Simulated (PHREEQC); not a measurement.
0.13 g of hydrous ferric oxide (600 m²/g; 0.2 weak and 0.005 strong sites per Fe, Dzombak-Morel constants, diffuse double layer) in 1 kg of water with 0.1 mol/kgw of an inert sodium salt, at 25 °C; the pH is set by adding NaOH or the inert anion's acid. Oxygen alone is held at its pressure in air (log pO2 = -0.68). CO2 from the air is kept out. Nothing may precipitate in this run.

Base run: PHREEQC, ion-association model, wateq4f.dat. Each further column changes one thing. The table gives surface charge σ (C/m²).

```json
[
 {"pH": "4", "base": "0.321", "background salt from 0.1 to 0.01 mol/kgw": "0.216", "oxide from 0.13 to 0.65 g/kgw": "0.321", "0.00079 mol/kgw Na2HAsO4 added": "___"},
 {"pH": "5", "base": "0.215", "background salt from 0.1 to 0.01 mol/kgw": "0.113", "oxide from 0.13 to 0.65 g/kgw": "0.215", "0.00079 mol/kgw Na2HAsO4 added": "-0.009"},
 {"pH": "6.5", "base": "0.074", "background salt from 0.1 to 0.01 mol/kgw": "0.030", "oxide from 0.13 to 0.65 g/kgw": "0.074", "0.00079 mol/kgw Na2HAsO4 added": "-0.049"},
 {"pH": "7.5", "base": "0.022", "background salt from 0.1 to 0.01 mol/kgw": "0.008", "oxide from 0.13 to 0.65 g/kgw": "0.022", "0.00079 mol/kgw Na2HAsO4 added": "-0.072"},
 {"pH": "8.5", "base": "-0.014", "background salt from 0.1 to 0.01 mol/kgw": "-0.005", "oxide from 0.13 to 0.65 g/kgw": "-0.014", "0.00079 mol/kgw Na2HAsO4 added": "___"},
 {"pH": "9.5", "base": "-0.060", "background salt from 0.1 to 0.01 mol/kgw": "-0.024", "oxide from 0.13 to 0.65 g/kgw": "-0.060", "0.00079 mol/kgw Na2HAsO4 added": "-0.143"},
 {"pH": "11", "base": "-0.190", "background salt from 0.1 to 0.01 mol/kgw": "___", "oxide from 0.13 to 0.65 g/kgw": "-0.190", "0.00079 mol/kgw Na2HAsO4 added": "-0.252"},
 {"pH": "12", "base": "-0.306", "background salt from 0.1 to 0.01 mol/kgw": "___", "oxide from 0.13 to 0.65 g/kgw": "-0.307", "0.00079 mol/kgw Na2HAsO4 added": "-0.323"}
]
```

Q: Complete the blanks.

A: 
- 4, 0.00079 mol/kgw Na2HAsO4 added: 0.007
- 8.5, 0.00079 mol/kgw Na2HAsO4 added: -0.091
- 11, background salt from 0.1 to 0.01 mol/kgw: -0.099
- 12, background salt from 0.1 to 0.01 mol/kgw: -0.229
